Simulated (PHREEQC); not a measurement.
Synthetic water in mg/L, 80 °C, pH 1.93, pe 9.3:

```json
[
 {"constituent": "Na", "mg/L": "46.7"},
 {"constituent": "K", "mg/L": "10.5"},
 {"constituent": "Ca", "mg/L": "32"},
 {"constituent": "Mg", "mg/L": "75.4"},
 {"constituent": "Cl", "mg/L": "63.5"},
 {"constituent": "S(6) as SO4", "mg/L": "1510"},
 {"constituent": "B", "mg/L": "0.0165"},
 {"constituent": "N(5) as NO3", "mg/L": "0.0758"}
]
```

Valence states are taken as typed.

Computed with PHREEQC (ion-association model, phreeqc.dat).

Each row changes one thing in this solution. No solid was allowed to form.

```
case                                               ionic strength (mol/kgw)  HSO4- (mol/kgw)  SO4-2 (mol/kgw)  Mg+2 (mol/kgw)  MgSO4 (mol/kgw)  Ca+2 (mol/kgw)  SI of Gypsum (CaSO4:2H2O)  SI of Halite (NaCl)
-------------------------------------------------  ------------------------  ---------------  ---------------  --------------  ---------------  --------------  -------------------------  -------------------
as made                                                              0.0262           0.0105          0.00369         0.00176          0.00135        0.000611                      -1.48                -7.20
Cl from 63.5 to 127 mg/L                                             0.0272           0.0105          0.00371         0.00177       (withheld)        0.000613                      -1.49                -6.90
all concentrations times 4 at the same typed pH                      0.0800           0.0368       (withheld)         0.00446          0.00805         0.00186                 (withheld)                -6.08
temperature from 80 to 70 °C at the same typed pH                    0.0273       (withheld)          0.00449         0.00175          0.00136        0.000595                 (withheld)                -7.19
```

Problem. Complete the blanks.

Solution. 
- Cl from 63.5 to 127 mg/L, MgSO4 (mol/kgw): 0.00134
- all concentrations times 4 at the same typed pH, SO4-2 (mol/kgw): 0.0167
- all concentrations times 4 at the same typed pH, SI of Gypsum (CaSO4:2H2O): -0.63
- temperature from 80 to 70 °C at the same typed pH, HSO4- (mol/kgw): 0.00966
- temperature from 80 to 70 °C at the same typed pH, SI of Gypsum (CaSO4:2H2O): -1.45

Constants without temperature data keep their 25 °C values here.
